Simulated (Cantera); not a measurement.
A Cantera script and what it prints.

```python
import numpy as np
import cantera as ct

gas_names = [...]  # 109 gases of nasa_gas.yaml made of C, Cl, H, Si
cond_names = """
    C(gr) C6H6(L) C7H8(L) C8H18(L),n-octa Si(cr) Si(L) SiC(b)
""".split()


# ... load() reads the species with a 1 bar reference pressure and builds the phases ...
atoms = {
    '(CH3)2SiCl2': {'C': 2, 'H': 6, 'Si': 1, 'CL': 2},
    'HCl': {'H': 1, 'CL': 1},
    'H2': {'H': 2},
    'C2H2': {'C': 2, 'H': 2},
}
top_T = {'C(gr)': 4500, 'SiC(b)': 3050}  # K; cautious upper limits of use, not melting points


# ... equilibrate(T, P, feed) seeds the gas with the atoms and calls Mixture.equilibrate('TP', solver="vcs", rtol=1e-11, max_steps=5000) ...
results = []
feed = {'(CH3)2SiCl2': 1, 'HCl': 0.2, 'H2': 1.5, 'C2H2': 0.052}  # mol
P = 10000  # Pa
for T in [1073, 1273, 1473, 1673, 1873, 2073, 2273, 2473, 2673]:
    mix = equilibrate(T, P, feed)
    results.append((T, P, feed, dict(zip(mix.species_names, mix.species_moles))))

top = {s: max(r[3][s] / sum(r[3][g] for g in gas_names) for r in results) for s in gas_names}
cols = sorted((s for s in top if top[s] > 0.001), key=lambda s: -top[s])[:9]
seen = [c for c in cond_names if any(r[3].get(c, 0) > 1e-12 for r in results)]
print("log10 of partial pressures in bar; condensed amounts in mol")
print(f"{'T/K':>10s}" + "".join(f"{s[:9]:>10s}" for s in cols + seen))
for T, P, feed, n in results:
    ng = sum(n[g] for g in gas_names)
    print(f"{T:10.4g}" + "".join(f"{np.log10(max(n[s] / ng * P / 1e5, 1e-99)):10.3f}" for s in cols)
          + "".join(f"{n.get(c, 0):10.4g}" for c in seen))
```

It prints:

```
log10 of partial pressures in bar; condensed amounts in mol
       T/K        H2       HCL         H     SiCL4        Si     SiCL2        CL      SiC2      SiCL     C(gr)    SiC(b)
      1073    -1.118    -1.754    -8.412    -2.261   -17.310    -5.251    -9.092   -22.314   -13.438     1.405    0.6842
      1273    -1.174    -1.510    -6.734    -2.756   -13.335    -4.024    -7.141   -17.093   -10.406     1.223    0.8782
      1473    -1.199    -1.445    -5.497    -3.589   -10.446    -3.378    -5.835   -13.306    -8.327     1.155    0.9486
      1673    -1.200    -1.447    -4.544    -4.454    -8.253    -3.010    -4.897   -10.437    -6.811      1.17    0.9338
      1873    -1.197    -1.464    -3.789    -5.202    -6.534    -2.761    -4.176    -8.192    -5.642     1.207    0.8945
      2073    -1.195    -1.489    -3.177    -5.849    -5.149    -2.588    -3.603    -6.390    -4.715     1.249    0.8454
      2273    -1.198    -1.524    -2.675    -6.426    -4.012    -2.471    -3.142    -4.913    -3.967     1.288    0.7856
      2473    -1.220    -1.580    -2.262    -6.976    -3.061    -2.410    -2.771    -3.681    -3.360     1.348    0.6519
      2673    -1.299    -1.690    -1.940    -7.605    -2.286    -2.458    -2.488    -2.671    -2.912     1.581         0
```

Method: chemical equilibrium by Gibbs-energy minimisation in Cantera with the NASA 1993 tables (ideal gas, pure condensed phases). The feed counts by its element totals alone. The tables' values for SiCl, SiCl3 are old estimates; treat these amounts as uncertain. Gases not in the tables: Si2H6 and higher silanes.
